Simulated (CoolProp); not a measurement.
A simple Rankine cycle with R1336mzz(E): condensing at 326.15 K, boiler at 1.75 MPa, turbine inlet 382.4 K, turbine efficiency 0.7, pump efficiency 0.8, no recuperator. Each further row changes one setting.

The numbers come from the reference Helmholtz-energy equation of state, Akasaka 2023 in CoolProp.

```
case                             thermal efficiency (%)  net work (kJ/kg)  heat in (kJ/kg)  turbine exit temperature (K)  volume ratio over the turbine
-------------------------------  ----------------------  ----------------  ---------------  ----------------------------  -----------------------------
as stated                                           7.4              11.5              156                    (withheld)                           4.74
turbine inlet 402.4 K                               7.4              13.4              180                         368.3                           4.29
condensing temperature 318.15 K                     8.4              14.0       (withheld)                         339.4                     (withheld)
boiler pressure 1.22 MPa                            5.8              9.72              168                    (withheld)                           2.85
turbine efficiency 0.6                              6.2        (withheld)              156                         346.0                           4.78
```

**Question.** Fill in the missing entries.

**Answer.** 
- as stated, turbine exit temperature (K): 344.0
- condensing temperature 318.15 K, heat in (kJ/kg): 166
- condensing temperature 318.15 K, volume ratio over the turbine: 6.06
- boiler pressure 1.22 MPa, turbine exit temperature (K): 359.2
- turbine efficiency 0.6, net work (kJ/kg): 9.71
